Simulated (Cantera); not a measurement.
Input: 1 mol B₂O₃, 6.1 mol N₂, a varied amount of H₂, at 1100 °C and 0.000140 bar.

Equilibrium computed with Cantera from the NASA thermochemical tables; the gas is ideal and each condensed phase is pure. Candidate condensed phases: B, BN, B₂O₃, B₃O₃H₃, H₂O; 39 gas species. N₂ is the only nitrogen source here; it is nearly inert below about 1500 K, so the nitride shown seldom forms there in practice. Mutual solubility and eutectic melting of coexisting phases are not modelled. Kinetics and transport are ignored.

x: gas mole fraction; n: condensed amount in mol.

| n(H₂) (mol) | x H₂ | x N₂ | x B₂O₃ | x HBO₂ | x HBO | n BN(s) | n B₂O₃(l) |
|---|---|---|---|---|---|---|---|
| 4 | 0.384 | 0.595 | 0.00898 | 0.00701 | 0.00450 | 0.00539 | 0.840 |
| 5.7 | 0.469 | 0.509 | 0.00898 | 0.00754 | 0.00510 | 0.00596 | 0.806 |
| 8.3 | 0.560 | 0.416 | 0.00898 | 0.00797 | 0.00576 | 0.00592 | 0.755 |
| 12 | 0.644 | 0.331 | 0.00898 | 0.00823 | 0.00642 | 0.00448 | 0.684 |
| 18 | 0.726 | ? | 0.00898 | 0.00834 | 0.00714 | 0 | ? |
| 25 | 0.781 | ? | 0.00898 | 0.00862 | 0.00743 | 0 | ? |
| 37 | 0.834 | 0.139 | 0.00898 | 0.00888 | 0.00771 | 0 | 0.206 |

### Question
Fill in the missing entries.

### Answer

- 18, x N₂: 0.249
- 18, n B₂O₃(l): 0.570
- 25, x N₂: 0.193
- 25, n B₂O₃(l): 0.436
